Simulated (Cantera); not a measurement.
## Counterflow diffusion flame

A counterflow diffusion flame at 653 Torr, nozzles 20 mm apart: fuel side CH₄ : C₂H₆ = 1 : 0.41 (molar parts) at 425 K, oxidiser side O₂ : N₂ = 0.19 : 0.81 (molar parts) at 300 K, fuel mass flux 0.56 times the oxidiser's; mixture-averaged transport, no radiation.

Model: GRI-Mech 3.0 (53 species, 325 reactions), integrated in Cantera. GRI-Mech 3.0 has no aromatics or soot, which form on the fuel side of real flames. The maximum strain rate includes the flame's own expansion and is several times the mean. A flux with no burning solution from the previous one only brackets extinction.

```json
[
 {"oxidiser flux (kg/m²/s)": "0.22", "max strain (1/s)": "144", "mean strain (1/s)": "23.4", "T max (K)": "1929", "peak x OH": "0.00512", "peak x H": "0.00320", "peak x NO": "0.000152", "peak x CO": "0.0401", "peak x C₂H₂": "0.0166"},
 {"oxidiser flux (kg/m²/s)": "0.29", "max strain (1/s)": "187", "mean strain (1/s)": "30.8", "T max (K)": "1914", "peak x OH": "0.00504", "peak x H": "0.00332", "peak x NO": "0.000138", "peak x CO": "0.0403", "peak x C₂H₂": "0.0156"},
 {"oxidiser flux (kg/m²/s)": "0.38", "max strain (1/s)": "240", "mean strain (1/s)": "40.4", "T max (K)": "1900", "peak x OH": "0.00498", "peak x H": "0.00345", "peak x NO": "0.000125", "peak x CO": "0.0406", "peak x C₂H₂": "0.0146"},
 {"oxidiser flux (kg/m²/s)": "0.51", "max strain (1/s)": "312", "mean strain (1/s)": "54.2", "T max (K)": "1886", "peak x OH": "0.00491", "peak x H": "0.00358", "peak x NO": "0.000110", "peak x CO": "0.0412", "peak x C₂H₂": "0.0135"},
 {"oxidiser flux (kg/m²/s)": "0.67", "max strain (1/s)": "398", "mean strain (1/s)": "71.3", "T max (K)": "1871", "peak x OH": "0.00478", "peak x H": "0.00367", "peak x NO": "9.42e-5", "peak x CO": "0.0417", "peak x C₂H₂": "0.0124"},
 {"oxidiser flux (kg/m²/s)": "0.89", "max strain (1/s)": "512", "mean strain (1/s)": "94.6", "T max (K)": "1852", "peak x OH": "0.00459", "peak x H": "0.00372", "peak x NO": "7.68e-5", "peak x CO": "0.0425", "peak x C₂H₂": "0.0112"},
 {"oxidiser flux (kg/m²/s)": "1.2", "max strain (1/s)": "666", "mean strain (1/s)": "128", "T max (K)": "1826", "peak x OH": "0.00427", "peak x H": "0.00366", "peak x NO": "5.67e-5", "peak x CO": "0.0435", "peak x C₂H₂": "0.00957"},
 {"oxidiser flux (kg/m²/s)": "1.6", "max strain (1/s)": "853", "mean strain (1/s)": "170", "T max (K)": "1790", "peak x OH": "0.00379", "peak x H": "0.00344", "peak x NO": "3.65e-5", "peak x CO": "0.0448", "peak x C₂H₂": "0.00767"},
 {"oxidiser flux (kg/m²/s)": "2.1", "max strain (1/s)": "1060", "mean strain (1/s)": "223", "T max (K)": "1728", "peak x OH": "0.00295", "peak x H": "0.00282", "peak x NO": "1.57e-5", "peak x CO": "0.0463", "peak x C₂H₂": "0.00494"}
]
```
x: mole fraction; the columns are a selection and need not sum to one.

At the next flux tried, 2.7 kg/m²/s, no burning solution was found from the previous one.
